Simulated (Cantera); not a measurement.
Input: 1 mol CH3OH, 0.2 mol O2, 0.44 mol H2, at 2198 K and 6000 Pa.

Cantera equilibrium calculation (NASA polynomials, part measured and part estimated; ideal gas, pure solids and liquids). Candidate condensed phases: C, C6H6, C7H8, C8H18, H2O; 110 gas species. Kinetics and transport are ignored.

Base state: H2 0.589, CO 0.279, H2O 0.105, H 0.0174, CO2 0.00945, OH 0.000434 (mole fractions); condensed: gas only.

**Question.** What changes in the equilibrium state with this change: CH3OH replaced by CH4?

**Answer.** 
```tsv
species	before	after
H2	0.589	0.838
CO	0.279	0.139
H	0.0174	0.0208
H2O	0.105	4.02e-7
C2H2 (acetylene)	<1e-9	0.00212
CO2	0.00945	1.27e-8
OH	0.000434	1.39e-9
CH4	<1e-9	1.11e-5
C(graphite), mol	0	0.588
```

**Question.** What changes in the equilibrium state with this change: temperature from 2198 K to 1350 K?

**Answer.** 
```csv
species,before,after
H2,0.589,0.614
CO,0.279,0.269
H2O,0.105,0.0951
H,0.0174,7.63e-6
CO2,0.00945,0.0212
OH,0.000434,1.92e-8
```

**Question.** What changes in the equilibrium state with this change: temperature from 2198 K to 1500 K?

**Answer.** 
```
species    before    after
-------  --------  -------
H2          0.589    0.610
CO          0.279    0.274
H2O         0.105   0.0991
H          0.0174  5.61e-5
CO2       0.00945   0.0172
OH       0.000434  2.60e-7
```
